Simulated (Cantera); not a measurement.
Input (Python, Cantera):

```python
import numpy as np
import cantera as ct

gas = ct.Solution("gri30.yaml")
gas.TPX = 725, 38000, {'CO': 1, 'H2': 0.11, 'CH4': 0.24, 'O2': 1.04, 'N2': 12.4, 'CO2': 0.029}
inlet = ct.Reservoir(gas, clone=True)
gas.equilibrate("HP")  # start burning
reactor = ct.IdealGasConstPressureReactor(gas, energy="on", clone=False)
exhaust = ct.Reservoir(gas, clone=True)
tau = [0.023, 0.011, 0.0055, 0.0027, 0.0013, 0.00064, 0.00031, 0.00015, 7.5e-05][0]
for a, b in ((inlet, reactor), (reactor, exhaust)):
    ct.MassFlowController(a, b, mdot=lambda t: reactor.mass / tau)
net = ct.ReactorNet([reactor])
show = ['CO', 'H2', 'CH4', 'H2O', 'O', 'CO2']

rows = []
print(f"{'tau/s':>10s}{'T/K':>9s}" + "".join(f"{s:>11s}" for s in show))
for tau in [0.023, 0.011, 0.0055, 0.0027, 0.0013, 0.00064, 0.00031, 0.00015, 7.5e-05]:
    net.initial_time = 0.0
    net.advance(30 * tau)
    before = gas.X
    net.advance(40 * tau)
    drift = np.max(np.abs(gas.X - before) / (gas.X + 1e-9))
    rows.append([gas.T, *gas[show].X, drift])
    print(f"{tau:10.3e}{gas.T:9.1f}" + "".join(f"{x:11.3e}" for x in gas[show].X))
```

Result:

```
     tau/s      T/K         CO         H2        CH4        H2O          O        CO2
 2.300e-02   1530.7  1.544e-02  2.519e-03  1.415e-05  3.627e-02  1.282e-03  7.244e-02
 1.100e-02   1489.2  1.824e-02  2.957e-03  2.466e-05  3.498e-02  1.787e-03  6.937e-02
 5.500e-03   1442.0  2.151e-02  3.335e-03  4.441e-05  3.366e-02  2.327e-03  6.579e-02
 2.700e-03   1382.1  2.652e-02  3.643e-03  9.147e-05  3.241e-02  2.819e-03  6.038e-02
 1.300e-03   1296.8  3.657e-02  3.982e-03  2.580e-04  3.166e-02  2.779e-03  4.969e-02
 6.400e-04    725.0  6.748e-02  7.423e-03  1.620e-02  7.861e-14  3.642e-14  1.957e-03
 3.100e-04    725.0  6.748e-02  7.423e-03  1.620e-02  3.053e-14  3.008e-14  1.957e-03
 1.500e-04    725.0  6.748e-02  7.423e-03  1.620e-02  1.054e-14  2.214e-14  1.957e-03
 7.500e-05    725.0  6.748e-02  7.423e-03  1.620e-02  3.301e-15  1.466e-14  1.957e-03
```

Cantera simulation using GRI-Mech 3.0 (53 species, 325 reactions); the numbers are that mechanism's predictions, not measurements.
